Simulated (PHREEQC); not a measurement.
1 kg of water meets 20 L of dry gas (N2 0.76, O2 0.24 by moles) at fixed total pressure, at 50 °C; fugacities by Peng-Robinson. The gases take part in no redox reaction, some water evaporates into the gas, and hydrates or a liquid gas phase aren't modelled. Nothing may precipitate in this run.

Computed with PHREEQC (ion-association model, phreeqc.dat).

Question: Predict dissolved N2 (mol/kgw) at P (atm) = 2, 30, 200.

Answer: 
```json
[
 {"P (atm)": "2", "dissolved N2 (mol/kgw)": "0.000734"},
 {"P (atm)": "30", "dissolved N2 (mol/kgw)": "0.0113"},
 {"P (atm)": "200", "dissolved N2 (mol/kgw)": "0.0630"}
]
```

Complexes and solids missing from the database can't appear. At this temperature some constants are extrapolated from 25 °C, and those without enthalpy data are left unchanged.
